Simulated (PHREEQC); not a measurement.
## Sulfide liquor: speciation

Consider water at 20 °C with 0.0046 mol/kgw NaHS, 0.00032 mol/kgw NaOH and 3.3e-05 mol/kgw NH4Cl. Closed to the air; pH follows from the charge balance.

Model: ion-association model, phreeqc.dat, run in PHREEQC.

Precipitation was switched off in this run.

Q: Predict the pH, ionic strength, specific conductance.

A: pH 10.57; ionic strength 0.00494 mol/kgw; specific conductance 508 µS/cm.

Q: In which forms is N present?

A: NH3 93 %, NH4+ 6.9 % of the N.
